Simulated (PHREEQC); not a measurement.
PHREEQC input (Pitzer model, pitzer.dat):

```
SOLUTION 1
  temp 20
  units mol/kgw
  pH 7 charge
  Cl 0.26
  K 0.11
  S(6) 0.09
  Na 0.628
  C(4) 0.284
END
USE solution 1
INCREMENTAL_REACTIONS false
REACTION 1
  H2O -1
  0 9.886 18.011 24.689 30.178 34.689 38.397 41.444
  43.949 46.007 47.699 49.089 50.232 51.172 51.944 52.578
  53.1 53.528 53.88 54.17 54.408 moles
EQUILIBRIUM_PHASES 1
  Arcanite 0 0
  Burkeite 0 0
  Glaserite 0 0
  Halite 0 0
  Kalicinite 0 0
  Mirabilite 0 0
  Misenite 0 0
  Nahcolite 0 0
  Natron 0 0
  Sylvite 0 0
  Thenardite 0 0
  Trona 0 0
  CO2(g) -3.4 10
SELECTED_OUTPUT 1
  -reset false
  -pH true
  -pe true
  -ionic_strength true
  -water true
  -activities H2O
  -totals C Cl K Na S
  -molalities H+ Na+ K+ Cl- CO3-2 SO4-2 OH- HCO3- CO2 HSO4-
  -equilibrium_phases Arcanite Burkeite Glaserite Halite Kalicinite Mirabilite Misenite Nahcolite Natron Sylvite
    Thenardite Trona
PRINT
  -reset false
END
```

Selected output (columns that matter, 21 of 21 rows; water left (kg) added in front):

```
water left (kg)	pH	mu	C	Cl	K	Na	S	m_H+	m_Na+	la_H2O	Burkeite	Glaserite	Halite	Trona
1.0017	9.8349	0.93632	0.18771	0.25956	0.10981	0.62693	0.089847	2.5691e-10	0.62693	-0.0081201	0	0	0	0
0.823661	9.8571	1.1429	0.22405	0.31566	0.13355	0.76245	0.10927	2.4809e-10	0.76245	-0.0097618	0	0	0	0
0.67734	9.8773	1.3946	0.26768	0.38385	0.1624	0.92716	0.13287	2.3936e-10	0.92716	-0.011744	0	0	0	0
0.557082	9.8956	1.701	0.32012	0.46672	0.19746	1.1273	0.16156	2.3018e-10	1.1273	-0.014145	0	0	0	0
0.458242	9.9119	2.0739	0.38323	0.56739	0.24005	1.3705	0.1964	2.1989e-10	1.3705	-0.017071	0	0	0	0
0.377016	9.9265	2.5273	0.45925	0.68963	0.29176	1.6657	0.23872	2.0777e-10	1.6657	-0.020666	0	0	0	0
0.310253	9.9395	3.0783	0.55097	0.83803	0.35455	2.0242	0.29009	1.9305e-10	2.0242	-0.025134	0	0	0	0
0.255393	9.9514	3.7471	0.66174	1.018	0.43071	2.459	0.3524	1.7507e-10	2.459	-0.030764	0	0	0	0
0.210293	9.9624	4.5586	0.79577	1.2364	0.52308	2.9863	0.42797	1.5342e-10	2.9863	-0.037984	0	0	0	0
0.17324	9.973	5.5415	0.95807	1.5008	0.63496	3.625	0.51951	1.2828e-10	3.625	-0.047415	0	0	0	0
0.142776	9.9833	6.7313	1.1551	1.821	0.77044	4.3985	0.63036	1.0062e-10	4.3985	-0.060008	0	0	0	0
0.117747	9.9937	8.1681	1.3947	2.2081	0.93421	5.3335	0.76435	7.241e-11	5.3335	-0.077175	0	0	0	0
0.0971068	10.002	9.8048	1.6662	2.6775	1.1098	6.4202	0.91148	4.7363e-11	6.4202	-0.10019	0	0.0007444	0	0.0012697
0.078788	9.9442	9.6849	1.3735	3.3	1.0692	6.5722	0.92437	4.0004e-11	6.5722	-0.10946	0	0.0085856	0	0.033868
0.063839	9.8666	9.6758	1.065	4.0727	1.0172	6.8592	0.93922	3.2636e-11	6.8592	-0.12291	0	0.01502	0	0.058365
0.0517916	9.7768	9.7107	0.78535	5.0201	0.99493	7.2052	0.88411	2.6213e-11	7.2052	-0.14073	0.0026149	0.01949	0	0.073216
0.0422333	9.7668	9.6614	0.7539	5.1862	1.0156	7.205	0.83968	2.5499e-11	7.205	-0.1432	0.0048993	0.022369	0.04097	0.076991
0.0343929	9.7668	9.6614	0.7539	5.1862	1.0156	7.205	0.83968	2.5499e-11	7.205	-0.1432	0.0055368	0.025024	0.081632	0.080107
0.0279447	9.7668	9.6614	0.7539	5.1862	1.0156	7.205	0.83968	2.5499e-11	7.205	-0.1432	0.0060611	0.027207	0.11507	0.08267
0.0226322	9.7668	9.6614	0.7539	5.1862	1.0156	7.205	0.83968	2.5499e-11	7.205	-0.1432	0.0064931	0.029005	0.14262	0.084782
0.0182724	9.7668	9.6614	0.7539	5.1862	1.0156	7.205	0.83968	2.5499e-11	7.205	-0.1432	0.0068476	0.030481	0.16524	0.086515
```
